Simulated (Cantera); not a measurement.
Ignition delay

Mixture: CO : H₂ : CH₄ : O₂ : N₂ : H₂O = 1 : 0.12 : 0.14 : 1.06 : 3.3 : 0.32 (molar parts), equivalence ratio 0.79, at 1000000 Pa, adiabatic and at constant pressure. Ignition delay is the time to a rise of 400 K.

Cantera simulation using GRI-Mech 3.0 (53 species, 325 reactions); the numbers are that mechanism's predictions, not measurements.

```tsv
T0 (K)	delay (ms)
1075	1.48
1175	0.291
1275	0.0896
1375	0.0370
1475	0.0182
1575	0.0102
```

```yaml
apparent activation energy between 1375 and 1575 K: 120 kJ/mol
```
